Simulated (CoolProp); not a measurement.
Vapour-liquid equilibrium of ethylene (1) + propylene (2) at -82.35 °C; x and y are mole fractions of (1).

The numbers come from the multi-fluid Helmholtz-energy mixture model, Smukala 2000 and Lemmon 2013; pair parameters Bell 2016 in CoolProp.

### Question
Give the bubble pressure and the first vapour's composition at x = 0.5, 0.65, 0.8. Is there an azeotrope?

### Answer
x = 0.5: 1.652 bar, y = 0.949; x = 0.65: 2.068 bar, y = 0.970; x = 0.8: 2.481 bar, y = 0.985. No azeotrope shows between x = 0.05 and 0.95.

The pair parameters rest on a limited set of measurements; away from them the model extrapolates.
